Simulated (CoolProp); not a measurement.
Propylene at several states: fugacity coefficient from the reference equation and from simpler models built on Tc = 364.2 K, pc = 4555 kPa, ω = 0.146; each cubic takes its own stable root.

Values from CoolProp's reference Helmholtz-energy equation of state, Lemmon 2013.

```tsv
T (K)	p (kPa)	phase	reference
360.1	388	gas	0.9699
270.4	1940	liquid	0.2608
423.6	15.1	gas	0.9993
127.3	116	liquid	0.0001488
549.5	10.2	gas	0.9998
```

Problem. How far does each simpler model (Soave-Redlich-Kwong, Peng-Robinson) lie from the reference over these 5 states: mean and median of the absolute difference, and the worst?

Solution. 
- Soave-Redlich-Kwong: mean 0.9 %, median 0.0 %, worst +3.0 % at 127.3 K and 116 kPa
- Peng-Robinson: mean 6.7 %, median 0.3 %, worst +33.1 % at 127.3 K and 116 kPa
